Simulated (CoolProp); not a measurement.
Vapour-liquid equilibrium of benzene (1) + m-xylene (2) at 7.59 kPa; x and y are mole fractions of (1).

Model: multi-fluid Helmholtz-energy mixture model, Thol 2012 and Zhou 2012; pair parameters Bell 2016, in CoolProp.

| x | bubble temperature (K) | y at the bubble point | dew temperature at overall composition x (K) | liquid density (mol/L) |
|---|---|---|---|---|
| 0.05 | 329.2 | 0.309 | 335.3 | 7.956 |
| 0.15 | 318.8 | 0.620 | 333.1 | 8.279 |
| 0.25 | 311.7 | 0.766 | 330.7 | 8.593 |
| 0.35 | 306.3 | 0.847 | 328.0 | 8.910 |
| 0.45 | 302.0 | 0.897 | 325.0 | 9.235 |
| 0.55 | 298.4 | 0.931 | 321.6 | 9.573 |
| 0.65 | 295.4 | 0.955 | 317.5 | 9.927 |
| 0.75 | 292.8 | 0.972 | 312.6 | 10.30 |
| 0.85 | 290.5 | 0.986 | 306.0 | 10.69 |
| 0.95 | 288.4 | 0.996 | 296.1 | 11.11 |

No azeotrope shows between x = 0.05 and 0.95.

The pair parameters rest on a limited set of measurements; away from them the model extrapolates.
